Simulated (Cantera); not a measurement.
Feed: 1 mol C3H8, 0.43 mol H2O, 21 mol H2, equilibrated at 1.43 Torr.

These are equilibrium values from Cantera (NASA tables, ideal gas, pure condensed phases), not measurements of a reactor. Candidate condensed phases: C, C6H6, C7H8, C8H18, H2O; 110 gas species. Rates play no part. All values below are at 2048 K.

Base state: H2 0.933, H 0.0496, CO 0.0162, C2H2 (acetylene) 0.000978 (mole fractions); condensed: C(graphite).

Problem. What changes in the equilibrium state with this change: C3H8 replaced by C?

Solution. 
```csv
species,before,after
H2,0.933,0.930
H,0.0496,0.0495
CO,0.0162,0.0192
C2H2 (acetylene),0.000978,0.000975
"C(graphite), mol",2.52,0.526
```
